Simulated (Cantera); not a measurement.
## Ignition delay

Mixture: 7.27 % CH4, 21.1 % O2, 71.7 % N2, equivalence ratio 0.69, at 1.78 atm, adiabatic and at constant pressure. Ignition delay is the time to a rise of 400 K.

Cantera simulation using GRI-Mech 3.0 (53 species, 325 reactions); the numbers are that mechanism's predictions, not measurements.

| T0 (K) | delay (ms) |
|---|---|
| 1273 | 7.75 |
| 1323 | 4.15 |
| 1373 | 2.30 |
| 1423 | 1.32 |
| 1473 | 0.783 |
| 1523 | 0.483 |

The apparent activation energy between 1423 and 1523 K comes out as 180 kJ/mol.
